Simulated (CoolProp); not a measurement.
Vapour-liquid equilibrium of methanol (1) + isohexane (2) at 1090 kPa; x and y are mole fractions of (1).

The numbers come from the multi-fluid Helmholtz-energy mixture model, de Reuck 1993 and Lemmon 2006; pair parameters Bell 2016 in CoolProp.

```
x     bubble temperature (°C)  y at the bubble point  dew temperature at overall composition x (°C)  liquid density (mol/L)
----  -----------------------  ---------------------  ---------------------------------------------  ----------------------
0.05                    150.5                  0.160                                            [?]                   6.090
0.2                       [?]                  0.404                                          148.1                     [?]
0.35                      [?]                  0.505                                            [?]                   8.162
0.5                     129.4                  0.563                                          131.2                     [?]
0.65                    129.3                  0.614                                          129.8                   11.67
0.8                     130.8                  0.696                                          133.8                   14.59
0.95                      [?]                  0.887                                          138.5                   18.80
```

What belongs in the gaps?


- 0.05, dew temperature at overall composition x (°C): 157.2
- 0.2, bubble temperature (°C): 136.0
- 0.2, liquid density (mol/L): 7.058
- 0.35, bubble temperature (°C): 131.0
- 0.35, dew temperature at overall composition x (°C): 139.1
- 0.5, liquid density (mol/L): 9.623
- 0.95, bubble temperature (°C): 136.5

y crosses x between x = 0.5 and 0.65: the model has an azeotrope there.

Pair parameters are fitted to limited data, so mixtures are less certain than the pure fluids. With so large a gap from Raoult's law the liquid may split in two, which this calculation doesn't test in full.
